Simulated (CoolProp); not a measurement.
Properties of R236EA along the isotherm 315.2 K (Tc = 412.4 K, pc = 3414 kPa, ω = 0.368).

Values from CoolProp's reference Helmholtz-energy equation of state, Rui 2013.

```csv
p (kPa),phase,density (kg/m³),cv (kJ/(kg K)),expansivity (1/kK),conductivity (mW/(m K)),Prandtl number
19,gas,1.108,0.8205,3.232,15.7,0.650
30.7,gas,1.796,___,3.270,15.7,0.651
49.5,gas,2.911,0.8226,3.332,15.7,0.652
80,gas,4.744,0.8249,3.437,15.7,0.654
129,gas,7.760,0.8285,3.618,15.7,0.657
209,gas,12.89,0.8348,3.952,15.7,0.664
337,gas,21.70,0.8457,___,15.9,___
545,liquid,1371,0.9048,2.536,73.8,5.34
881,liquid,1373,0.9049,2.512,74.1,5.36
1420,liquid,1375,0.9050,2.475,___,5.38
2300,liquid,1380,0.9053,___,75.0,5.42
3710,liquid,1387,0.9059,2.334,75.9,5.48
6000,liquid,1397,0.9067,2.215,77.4,5.58
```

Q: Some entries are withheld; supply them.

A: 
- 30.7, cv (kJ/(kg K)): 0.8213
- 337, expansivity (1/kK): 4.620
- 337, Prandtl number: 0.678
- 1420, conductivity (mW/(m K)): 74.4
- 2300, expansivity (1/kK): 2.417

Viscosity comes from a separate model (Huber 2003), an estimate that may be off by 10 % or more. Thermal conductivity comes from a separate model (Huber 2003), an estimate that may be off by 10 % or more.
